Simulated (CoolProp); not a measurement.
Vapour-liquid equilibrium of n-heptane (1) + p-xylene (2) at 88.35 °C; x and y are mole fractions of (1).

Computed with CoolProp (multi-fluid Helmholtz-energy mixture model, Span 2003 and Zhou 2012; pair parameters Bell 2016).

| x | bubble pressure (MPa) | y at the bubble point | dew pressure at overall composition x (MPa) | liquid density (mol/L) |
|---|---|---|---|---|
| 0.05 | 0.02508 | 0.188 | 0.02223 | 7.466 |
| 0.125 | 0.03023 | 0.375 | 0.02370 | 7.356 |
| 0.2 | 0.03496 | 0.500 | ? | 7.248 |
| 0.275 | 0.03934 | 0.592 | 0.02725 | 7.142 |
| 0.35 | 0.04345 | 0.663 | 0.02944 | 7.038 |
| 0.425 | 0.04734 | 0.721 | 0.03198 | 6.937 |
| 0.5 | 0.05108 | ? | 0.03496 | 6.838 |
| 0.575 | 0.05471 | 0.813 | 0.03847 | 6.740 |
| 0.65 | 0.05827 | 0.851 | 0.04265 | 6.645 |
| 0.725 | 0.06178 | 0.886 | 0.04765 | 6.551 |
| 0.8 | ? | ? | 0.05359 | 6.460 |
| 0.875 | 0.06879 | 0.951 | 0.06061 | 6.370 |
| 0.95 | 0.07233 | 0.980 | 0.06873 | 6.282 |

**Question.** What belongs in the gaps?

**Answer.** 
- 0.2, dew pressure at overall composition x (MPa): 0.02536
- 0.5, y at the bubble point: 0.770
- 0.8, bubble pressure (MPa): 0.06528
- 0.8, y at the bubble point: 0.919

No azeotrope shows between x = 0.05 and 0.95.

Pair parameters are fitted to limited data, so mixtures are less certain than the pure fluids.
